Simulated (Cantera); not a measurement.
A perfectly stirred reactor is fed with 16.3 % CO, 13.1 % H₂, 14.8 % O₂, 55.8 % N₂, equivalence ratio 0.99, at 7.40 bar; it is adiabatic with a 600 K inlet, and is followed from long to short residence time, starting on the burning branch (τ in s: 0.078, 0.031, 0.012, 0.0048, 0.0019, 0.00074, 0.00029, 0.00012, 4.6e-05, 1.8e-05, 7.2e-06).

Model: GRI-Mech 3.0 (53 species, 325 reactions), integrated in Cantera. The hydrogen kinetics of GRI-Mech 3.0 are dated; newer H2 mechanisms differ, most at raised pressure.

One state of this run: T (K) = 2572; x CO = 0.0285; x H₂ = 0.00398; x O₂ = 0.0135; x OH = 0.00670; x N₂O = 7.91e-7; x H₂O = 0.142; x NO₂ = 2.88e-6. x: mole fraction; the columns are a selection and need not sum to one.

Problem. Which value of τ (s) does it belong to?
A) 0.00012
B) 0.012
C) 1.8e-5
D) 0.00029

Solution. B, 0.012
